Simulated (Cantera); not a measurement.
# Thermodynamics of nitride etching, feed Si3N4 + H2O + N2

Charge: 1 mol Si3N4, 1.7 mol H2O, 18 mol N2, held at 0.133 bar.

Equilibrium computed with Cantera from the NASA thermochemical tables; the gas is ideal and each condensed phase is pure. Candidate condensed phases: H2O, Si, SiO2, Si2N2O, Si3N4; 35 gas species. Mutual solubility and eutectic melting of coexisting phases are not modelled. The tables hold silica as quartz up to 1696 K and as liquid above; real silica turns to tridymite and cristobalite and melts near 1996 K. Equilibrium is a limit: real reactors are often held back by kinetics, nucleation or transport.

At 750 K the condensed part is SiO2(α-quartz) + Si2N2O(s). From 850 K to 1650 K the condensed part is SiO2(β-quartz) + Si2N2O(s). At 1750 K the condensed part is SiO2(condensed) + Si2N2O(s).

| T (K) | x N2 | x H2 | x SiO | x H | x H2O | x NH3 | x Si | n SiO2(α-quartz) | n Si2N2O(s) | n SiO2(β-quartz) | n SiO2(condensed) |
|---|---|---|---|---|---|---|---|---|---|---|---|
| 750 | 0.916 | 0.0839 | <1e-12 | <1e-12 | 1.10e-6 | 1.58e-5 | <1e-12 | 0.133 | 1.43 | 0 | 0 |
| 850 | 0.916 | 0.0839 | <1e-12 | 1.63e-11 | 2.52e-6 | 5.75e-6 | <1e-12 | 0 | 1.43 | 0.133 | 0 |
| 950 | 0.916 | 0.0839 | <1e-12 | 4.41e-10 | 4.77e-6 | 2.56e-6 | <1e-12 | 0 | 1.43 | 0.133 | 0 |
| 1050 | 0.916 | 0.0839 | <1e-12 | 6.43e-9 | 7.91e-6 | 1.31e-6 | <1e-12 | 0 | 1.43 | 0.133 | 0 |
| 1150 | 0.916 | 0.0839 | 1.50e-10 | 5.92e-8 | 1.20e-5 | 7.56e-7 | <1e-12 | 0 | 1.43 | 0.133 | 0 |
| 1250 | 0.916 | 0.0839 | 1.04e-8 | 3.83e-7 | 1.68e-5 | 4.73e-7 | <1e-12 | 0 | 1.43 | 0.133 | 0 |
| 1350 | 0.916 | 0.0839 | 3.81e-7 | 1.89e-6 | 2.25e-5 | 3.17e-7 | <1e-12 | 0 | 1.43 | 0.133 | 0 |
| 1450 | 0.916 | 0.0838 | 8.40e-6 | 7.50e-6 | 2.87e-5 | 2.24e-7 | <1e-12 | 0 | 1.43 | 0.133 | 0 |
| 1550 | 0.916 | 0.0838 | 0.000123 | 2.50e-5 | 3.55e-5 | 1.66e-7 | 4.29e-11 | 0 | 1.43 | 0.132 | 0 |
| 1650 | 0.915 | 0.0837 | 0.00129 | 7.20e-5 | 4.26e-5 | 1.27e-7 | 1.56e-9 | 0 | 1.42 | 0.124 | 0 |
| 1750 | 0.907 | 0.0826 | 0.0102 | 0.000183 | 4.88e-5 | 9.79e-8 | 3.79e-8 | 0 | 1.36 | 0 | 0.0628 |
x: gas mole fraction; n: condensed amount in mol.
